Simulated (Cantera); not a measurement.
Feed: 1 mol AlCl3, 4.7 mol HCl, 2.3 mol N2, held at 1700 K and 44.0 Pa.

Method: chemical equilibrium by Gibbs-energy minimisation in Cantera with the NASA 1993 tables (ideal gas, pure condensed phases). Candidate condensed phases: Al, AlCl3, AlN, NH4Cl; 20 gas species. The tables' values for AlCl2 are old estimates; treat these amounts as uncertain. Kinetics and transport are ignored.

Base state: HCl 0.556, N2 0.279, AlCl3 0.106, Cl 0.0357, AlCl2 0.0112, H2 0.00723, AlCl 0.00475, H 0.000597 (mole fractions); condensed: gas only.

Question: What changes in the equilibrium state with this change: 0.7 mol NH3 added?

Answer: 
| species | before | after |
|---|---|---|
| HCl | 0.556 | 0.541 |
| N2 | 0.279 | 0.270 |
| H2 | 0.00723 | 0.0746 |
| AlCl3 | 0.106 | 0.0554 |
| Cl | 0.0357 | 0.0108 |
| AlCl | 0.00475 | 0.0271 |
| AlCl2 | 0.0112 | 0.0193 |
| Cl2 | 1.52e-5 | 1.40e-6 |
| H | 0.000597 | 0.00192 |
